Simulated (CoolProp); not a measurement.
The numbers come from the reference Helmholtz-energy equation of state, Thol 2019 in CoolProp.

**Question.** For tetradecamethylhexasiloxane (MD4M), give the phase and the Z, cv (kJ/(kg K)), speed of sound (m/s), Joule-Thomson coefficient (K/MPa) at 167.35 °C and 40.4 bar; 71.95 °C and 0.872 bar; -3.55 °C and 0.416 bar.

**Answer.** 
- 167.35 °C and 40.4 bar: liquid; Z 0.668, cv 1.77, speed of sound 615, Joule-Thomson coefficient -0.292
- 71.95 °C and 0.872 bar: liquid; Z 0.0166, cv 1.56, speed of sound 812, Joule-Thomson coefficient -0.393
- -3.55 °C and 0.416 bar: liquid; Z 0.00932, cv 1.35, speed of sound 1050, Joule-Thomson coefficient -0.478
